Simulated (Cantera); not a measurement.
Input: 1 mol AlCl₃, 2.2 mol N₂, at 0.100 bar.

Equilibrium computed with Cantera from the NASA thermochemical tables; the gas is ideal and each condensed phase is pure. Candidate condensed phases: Al, AlCl₃, AlN; 11 gas species. The tables' values for AlCl₂ are old estimates; treat these amounts as uncertain. Kinetics and transport are ignored.

x: gas mole fraction; nothing condenses.

| T (°C) | x N₂ | x AlCl₃ | x Cl | x AlCl₂ | x Al₂Cl₆ | x AlCl | x Cl₂ |
|---|---|---|---|---|---|---|---|
| 702 | 0.688 | 0.310 | 3.09e-8 | 3.36e-8 | 0.00137 | <1e-12 | ___ |
| 802 | 0.688 | 0.312 | 3.60e-7 | 3.81e-7 | 0.000370 | 3.47e-11 | ___ |
| 902 | 0.688 | 0.312 | 2.74e-6 | 2.85e-6 | 0.000127 | 9.81e-10 | ___ |
| 1002 | 0.688 | 0.312 | 1.52e-5 | 1.56e-5 | 5.18e-5 | 1.65e-8 | ___ |
| 1102 | 0.687 | 0.312 | 6.53e-5 | 6.65e-5 | 2.44e-5 | 1.84e-7 | ___ |
| 1202 | 0.687 | 0.312 | 0.000231 | 0.000232 | 1.28e-5 | 1.48e-6 | ___ |
| 1302 | 0.687 | 0.312 | 0.000697 | 0.000689 | 7.38e-6 | 9.07e-6 | ___ |
| 1402 | 0.686 | 0.310 | 0.00185 | 0.00178 | 4.53e-6 | 4.44e-5 | ___ |

Problem. Some entries are withheld; supply them.

Solution. 
- 702, x Cl₂: 1.36e-9
- 802, x Cl₂: 1.06e-8
- 902, x Cl₂: 5.73e-8
- 1002, x Cl₂: 2.35e-7
- 1102, x Cl₂: 7.82e-7
- 1202, x Cl₂: 2.20e-6
- 1302, x Cl₂: 5.43e-6
- 1402, x Cl₂: 1.21e-5
